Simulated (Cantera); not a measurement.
A closed system holds: 1 mol borazine, 0.19 mol H2O, held at 0.0100 bar.

Equilibrium computed with Cantera from the NASA thermochemical tables; the gas is ideal and each condensed phase is pure. Candidate condensed phases: B, BN, B2O3, B3O3H3, H2O; 39 gas species. The feed counts by its element totals alone. The tables' values for BH2 are old estimates; treat these amounts as uncertain. The numbers say what is thermodynamically allowed, not how fast it happens.

Q: At 1575 °C, list the 5 most abundant gas species with their mole fractions, and the condensed phases.

A: H2 0.919, HBO 0.0385, N2 0.0275, B2O2 0.00562, H 0.00508. Condensed: BN(s).
